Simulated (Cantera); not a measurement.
A perfectly stirred reactor is fed with CH₄ : H₂ = 1 : 11 (molar parts), at 2670 Pa; it is held at 1650 K, and followed from long to short residence time.

Detailed kinetics in Cantera: GRI-Mech 3.0 (53 species, 325 reactions). GRI-Mech 3.0 stops at C3 and has no aromatics, soot or wall deposition, so with more carbon than oxygen in the feed, carbon stays in small species such as C2H2 where larger ones or solid carbon would form. Radical loss at walls, strong at low pressure, is not modelled.

Q: What does this change do: pressure from 2670 Pa to 5500 Pa?

A: 
```tsv
quantity	before	after
x(CH₄) at τ = 11.0 s	0.0156	0.0144
x(H₂) at τ = 11.0 s	0.953	0.953
x(CH₃) at τ = 11.0 s	0.000165	0.000110
x(H) at τ = 11.0 s	0.000498	0.000360
x(C₂H) at τ = 11.0 s	7.10e-8	5.21e-8
x(CH₄) at τ = 0.200 s	0.0681	0.0646
x(H₂) at τ = 0.200 s	0.924	0.926
x(CH₃) at τ = 0.200 s	0.000567	0.000416
x(H) at τ = 0.200 s	0.000380	0.000295
x(C₂H) at τ = 0.200 s	1.16e-8	1.14e-8
```
